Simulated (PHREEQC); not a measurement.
Acid mine or pickling water (model solution)

Model water analysis in mg/kgw, 27 °C, pH 3.06, pe 11: Na 1360; K 212; Ca 54.2; Mg 208; Cl 701; S(6) as SO4 3390; Mn(2) 50.5; Cu(2) 2.21; O(0) (dissolved oxygen) 3.38; N(5) as NO3 119.

Valence states are taken as typed.

Computed with PHREEQC (ion-association model, phreeqc.dat).

Precipitation was switched off in this run.

### Question
Predict the ionic strength, density.

### Answer
ionic strength 0.108 mol/kgw; density 1.002 g/cm³.

### Question
In which forms is Na present?

### Answer
Na+ 95 %, NaSO4- 4.6 % of the Na.
